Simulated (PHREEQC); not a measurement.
Dissolve 0.12 mol/kgw NaCl, 8.4e-05 mol/kgw MnCl2 and 2e-07 mol/kgw H4SiO4 at 45 °C. Closed to the air; pH follows from the charge balance.

Computed with PHREEQC (ion-association model, phreeqc.dat).

```
Quantity                     Result
--------------------  -------------
pH                             6.66
ionic strength        0.120 mol/kgw
specific conductance    18500 µS/cm
density                 0.995 g/cm³
```

| species | molality | activity | log γ |
|---|---|---|---|
| Cl- | 0.120 | 0.0896 | -0.127 |
| Na+ | 0.120 | 0.0921 | -0.115 |
| Mn+2 | 7.11e-5 | 2.62e-5 | -0.434 |
| MnCl+ | 1.25e-5 | 9.55e-6 | -0.116 |
| MnCl2 | 3.63e-7 | 3.74e-7 | 0.012 |
| H+ | 2.68e-7 | 2.18e-7 | -0.090 |
| OH- | 2.49e-7 | 1.84e-7 | -0.131 |
| H4SiO4 | 2.00e-7 | 2.05e-7 | 0.012 |
| MnOH+ | 1.85e-8 | 1.42e-8 | -0.116 |
| MnCl3- | 1.21e-8 | 9.22e-9 | -0.116 |

This is a speciation only: nothing precipitates in the calculation. Complexes and solids missing from the database can't appear. Constants without temperature data keep their 25 °C values here.
